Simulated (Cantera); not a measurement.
A freely propagating, adiabatic, planar premixed flame of 42.8 % H₂, 9.71 % O₂, 47.5 % N₂, equivalence ratio 2.2, unburnt at 625 K and 1.88 atm; mixture-averaged transport, grid criteria slope 0.08 and curve 0.16, no radiation.

Model: the H2/O2 subset of GRI-Mech 3.0, which has no nitrogen chemistry, integrated in Cantera. Burning velocities carry a grid error of a few per cent, more on coarse grids.

x: mole fraction of selected species; z is measured from the peak of heat release.

```json
[
 {"z (mm)": "-0.632", "T (K)": "625", "u (m/s)": "8.05", "x H₂": "0.428", "x O₂": "0.0971", "x HO₂": "<1e-8", "x H": "<1e-8", "x H₂O": "<1e-8", "x OH": "<1e-8"},
 {"z (mm)": "-0.421", "T (K)": "625", "u (m/s)": "8.05", "x H₂": "0.428", "x O₂": "0.0971", "x HO₂": "<1e-8", "x H": "<1e-8", "x H₂O": "<1e-8", "x OH": "<1e-8"},
 {"z (mm)": "-0.316", "T (K)": "625", "u (m/s)": "8.05", "x H₂": "0.428", "x O₂": "0.0971", "x HO₂": "(withheld)", "x H": "<1e-8", "x H₂O": "<1e-8", "x OH": "<1e-8"},
 {"z (mm)": "-0.211", "T (K)": "625", "u (m/s)": "8.05", "x H₂": "0.428", "x O₂": "0.0971", "x HO₂": "(withheld)", "x H": "2.11e-7", "x H₂O": "1.09e-6", "x OH": "<1e-8"},
 {"z (mm)": "-0.105", "T (K)": "662", "u (m/s)": "8.46", "x H₂": "0.422", "x O₂": "0.0968", "x HO₂": "(withheld)", "x H": "0.000384", "x H₂O": "0.00187", "x OH": "9.58e-5"},
 {"z (mm)": "-0.0527", "T (K)": "880", "u (m/s)": "11.0", "x H₂": "0.391", "x O₂": "0.0898", "x HO₂": "(withheld)", "x H": "0.00690", "x H₂O": "0.0222", "x OH": "0.000552"},
 {"z (mm)": "0", "T (K)": "1232", "u (m/s)": "15.0", "x H₂": "0.318", "x O₂": "0.0606", "x HO₂": "(withheld)", "x H": "0.0326", "x H₂O": "0.0860", "x OH": "0.00151"},
 {"z (mm)": "0.0527", "T (K)": "1485", "u (m/s)": "18.0", "x H₂": "0.248", "x O₂": "0.0207", "x HO₂": "(withheld)", "x H": "0.0582", "x H₂O": "0.163", "x OH": "0.00258"},
 {"z (mm)": "0.105", "T (K)": "1602", "u (m/s)": "19.3", "x H₂": "0.225", "x O₂": "0.00490", "x HO₂": "(withheld)", "x H": "0.0635", "x H₂O": "0.195", "x OH": "0.00266"},
 {"z (mm)": "0.211", "T (K)": "1705", "u (m/s)": "20.4", "x H₂": "0.225", "x O₂": "0.000471", "x HO₂": "(withheld)", "x H": "0.0558", "x H₂O": "0.205", "x OH": "0.00268"},
 {"z (mm)": "0.421", "T (K)": "1803", "u (m/s)": "21.4", "x H₂": "0.232", "x O₂": "0.000149", "x HO₂": "(withheld)", "x H": "0.0430", "x H₂O": "0.207", "x OH": "0.00254"},
 {"z (mm)": "0.842", "T (K)": "1893", "u (m/s)": "22.4", "x H₂": "0.240", "x O₂": "7.93e-5", "x HO₂": "(withheld)", "x H": "0.0303", "x H₂O": "0.209", "x OH": "0.00214"},
 {"z (mm)": "1.68", "T (K)": "1965", "u (m/s)": "23.1", "x H₂": "0.246", "x O₂": "3.62e-5", "x HO₂": "(withheld)", "x H": "0.0198", "x H₂O": "0.211", "x OH": "0.00159"}
]
```

Complete the blanks.


- -0.316, x HO₂: 2.53e-8
- -0.211, x HO₂: 2.69e-6
- -0.105, x HO₂: 0.000325
- -0.0527, x HO₂: 0.000214
- 0, x HO₂: 9.83e-5
- 0.0527, x HO₂: 3.20e-5
- 0.105, x HO₂: 7.32e-6
- 0.211, x HO₂: 6.99e-7
- 0.421, x HO₂: 2.44e-7
- 0.842, x HO₂: 1.39e-7
- 1.68, x HO₂: 7.00e-8
